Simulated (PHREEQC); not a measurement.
Consider water at 25 °C with 79 mmol/kgw HCl, 0.11 mmol/kgw Al2(SO4)3 and 0.046 mmol/kgw Na2SO4. Closed to the air; pH follows from the charge balance.

Equilibrium calculation in PHREEQC: ion-association model, phreeqc.dat.

This is a speciation only: nothing precipitates in the calculation.

Estimate the pH, specific conductance.

pH 1.18; specific conductance 28400 µS/cm.

In which forms is Al present?

Al+3 97 %, AlSO4+ 2.7 % of the Al.
